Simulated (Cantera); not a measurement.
Charge: 1 mol SiC, 1.2 mol H2, equilibrated at 20.0 Pa.

These are equilibrium values from Cantera (NASA tables, ideal gas, pure condensed phases), not measurements of a reactor. Candidate condensed phases: C, C6H6, C7H8, C8H18, Si, SiC; 87 gas species. Equilibrium is a limit: real reactors are often held back by kinetics, nucleation or transport.

Task: At 1873 K, list the 6 most abundant gas species with their mole fractions, and the condensed phases.

Result: H2 0.954, H 0.0446, Si 0.00146, C2H2 (acetylene) 0.000298, SiC2 3.21e-5, Si2C 2.25e-5. Condensed: C(graphite) + SiC(s).
